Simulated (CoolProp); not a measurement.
n-perfluorobutane along the isobar 779 kPa: density (kg/m³) from the reference equation and from simpler models built on Tc = 386.3 K, pc = 2322 kPa, ω = 0.372; each cubic takes its own stable root.

Values from CoolProp's reference Helmholtz-energy equation of state, Gao 2022.

| T (K) | phase | reference | van der Waals | Redlich-Kwong | Soave-Redlich-Kwong | Peng-Robinson |
|---|---|---|---|---|---|---|
| 254.6 | liquid | 1657 | 1023 | 1491 | 1571 | 1775 |
| 267.7 | liquid | 1612 | 994.6 | 1443 | 1527 | 1726 |
| 280.8 | liquid | 1565 | 963.6 | 1391 | 1478 | 1673 |
| 293.9 | liquid | 1516 | 929.1 | 1334 | 1424 | 1613 |
| 307 | liquid | 1464 | 92.28 | 1270 | 1362 | 1544 |
| 320.1 | liquid | 1407 | 85.72 | 1198 | 1292 | 1465 |
| 333.2 | liquid | 1342 | 80.28 | 84.36 | 1208 | 1371 |
| 346.3 | gas | 79.56 | 75.65 | 78.53 | 80.05 | 81.44 |
| 359.4 | gas | 74.05 | 71.64 | 73.71 | 74.51 | 75.72 |
| 372.5 | gas | 69.56 | 68.12 | 69.63 | 69.96 | 71.02 |
| 385.5 | gas | 65.81 | 65.01 | 66.12 | 66.13 | 67.08 |
| 398.6 | gas | 62.56 | 62.20 | 63.00 | 62.80 | 63.66 |
| 411.7 | gas | 59.70 | 59.65 | 60.24 | 59.88 | 60.66 |
| 424.8 | gas | 57.16 | 57.34 | 57.75 | 57.29 | 57.99 |
| 437.9 | gas | 54.88 | 55.21 | 55.50 | 54.97 | 55.61 |

At some of these states van der Waals, Redlich-Kwong gives the other phase, because its saturation line lies elsewhere.
